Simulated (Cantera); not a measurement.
An isothermal plug-flow reactor at 1073 K and 975 Torr (inlet), inlet velocity 0.5 m/s, active area per volume 1000 1/m; feed CH4 : O2 : N2 : H2O = 0.023 : 0.012 : 0.79 : 0.016 (molar parts).

Computed with Cantera and Deutschmann's 1995 Pt surface mechanism with GRI-Mech 3.0 gas chemistry. Catalytic surfaces can have several steady states; this one follows from the mechanism file's or the stated starting coverage. Mass transfer to the wall is taken as infinitely fast.

```tsv
quantity	before	after
x(CH4) at z = 0.088 m	0.0128	0.0257
x(O2) at z = 0.088 m	0.000475	0.00115
x(H2O) at z = 0.088 m	0.0317	0.0601
x(CO2) at z = 0.088 m	5.98e-5	0.000129
x(CO) at z = 0.088 m	0.0141	0.0240
θ(free Pt) at the exit	0.0118	0.0123
θ(C*) at the exit	0.987	0.987
```

Question: What was changed between the two runs?
A) N2 0.79 to 0.4 parts
B) area per volume 1000 to 550 1/m
C) CH4 0.023 to 0.037 parts
D) inlet velocity 0.5 to 1.7 m/s

Answer: A, N2 0.79 to 0.4 parts
